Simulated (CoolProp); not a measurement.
Model: reference Helmholtz-energy equation of state, Wagner 2002, in CoolProp.

For water, give the phase and the conductivity (mW/(m K)) at 508.7 K and 0.101 MPa; 547 K and 0.101 MPa; 585.3 K and 0.101 MPa.


- 508.7 K and 0.101 MPa: gas; conductivity 36.9
- 547 K and 0.101 MPa: gas; conductivity 40.8
- 585.3 K and 0.101 MPa: gas; conductivity 44.8

Thermal conductivity comes from a separate model (Huber 2012).
